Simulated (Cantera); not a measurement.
Input (Python, Cantera) and output of one run.

```python
import numpy as np
import cantera as ct

gas_names = """
    Br2 ALBr3 SiBr4 H2 HBr
""".split()
cond_names = """
    AL(cr) AL(L) Si(cr) Si(L)
""".split()


# ... load() reads the species with a 1 bar reference pressure and builds the phases ...
species = {s.name: s for s in load("nasa_gas.yaml", gas_names) + load("nasa_condensed.yaml", cond_names)}
# Each term lists the table entries of one substance; the one whose range holds T is used.
reactions = {
    '0.6667 Al + Br2(g) = 0.6667 AlBr3(g)':
        [(-0.6666666666666666, ['AL(cr)', 'AL(L)']), (-1, ['Br2']), (0.6666666666666666, ['ALBr3'])],
    '0.5 Si + Br2(g) = 0.5 SiBr4(g)':
        [(-0.5, ['Si(cr)', 'Si(L)']), (-1, ['Br2']), (0.5, ['SiBr4'])],
    'H2(g) + Br2(g) = 2 HBr(g)':
        [(-1, ['H2']), (-1, ['Br2']), (2, ['HBr'])],
}


def pick(names, T):
    return next(species[n] for n in names if species[n].thermo.min_temp <= T <= species[n].thermo.max_temp)


results = []
for label, terms in reactions.items():
    print(label)
    print("     T/K   dH/kJ  dS/(J/K)   dG/kJ   log10 K")
    for T in [300, 1250, 1350, 1450, 1550, 1650, 1750, 1850, 1950, 2050, 2150, 2250]:
        used = [(nu, pick(names, T)) for nu, names in terms]
        dH = sum(nu * s.thermo.h(T) for nu, s in used) / 1e6
        dS = sum(nu * s.thermo.s(T) for nu, s in used) / 1e3
        dG = dH - T * dS / 1e3
        logK = -dG * 1e6 / (ct.gas_constant * T * np.log(10))
        results.append((label, T, dH, dS, dG, logK, [s.name for _, s in used]))
        print(f"{T:8g} {dH:8.1f} {dS:8.1f} {dG:8.1f} {logK:8.2f}")
```

Result:

```
0.6667 Al + Br2(g) = 0.6667 AlBr3(g)
     T/K   dH/kJ  dS/(J/K)   dG/kJ   log10 K
     300   -304.5    -31.4   -295.1    51.39
    1250   -314.7    -42.9   -261.0    10.91
    1350   -315.1    -43.2   -256.7     9.93
    1450   -315.5    -43.5   -252.3     9.09
    1550   -315.9    -43.8   -248.0     8.36
    1650   -316.3    -44.1   -243.6     7.71
    1750   -316.7    -44.3   -239.2     7.14
    1850   -317.2    -44.6   -234.7     6.63
    1950   -317.7    -44.8   -230.2     6.17
    2050   -318.2    -45.1   -225.7     5.75
    2150   -318.7    -45.4   -221.2     5.37
    2250   -319.3    -45.6   -216.7     5.03
0.5 Si + Br2(g) = 0.5 SiBr4(g)
     T/K   dH/kJ  dS/(J/K)   dG/kJ   log10 K
     300   -238.6    -65.2   -219.1    38.15
    1250   -236.2    -61.4   -159.5     6.66
    1350   -236.0    -61.2   -153.3     5.93
    1450   -235.8    -61.1   -147.2     5.30
    1550   -235.7    -61.0   -141.1     4.76
    1650   -235.6    -60.9   -135.0     4.27
    1750   -260.5    -75.7   -128.0     3.82
    1850   -260.4    -75.6   -120.5     3.40
    1950   -260.2    -75.6   -112.9     3.02
    2050   -260.1    -75.5   -105.3     2.68
    2150   -260.1    -75.5    -97.8     2.38
    2250   -260.0    -75.5    -90.3     2.10
H2(g) + Br2(g) = 2 HBr(g)
     T/K   dH/kJ  dS/(J/K)   dG/kJ   log10 K
     300   -103.8     21.2   -110.2    19.18
    1250   -108.7     12.9   -124.8     5.21
    1350   -108.8     12.8   -126.1     4.88
    1450   -109.0     12.7   -127.3     4.59
    1550   -109.1     12.6   -128.6     4.33
    1650   -109.2     12.5   -129.8     4.11
    1750   -109.3     12.5   -131.1     3.91
    1850   -109.4     12.4   -132.3     3.74
    1950   -109.5     12.4   -133.6     3.58
    2050   -109.6     12.3   -134.8     3.43
    2150   -109.8     12.2   -136.0     3.30
    2250   -109.9     12.2   -137.3     3.19
```

Standard-state values (1 bar) from the NASA 1993 polynomials, evaluated with Cantera. Condensed species are held in their standard states even where they would react or evaporate.
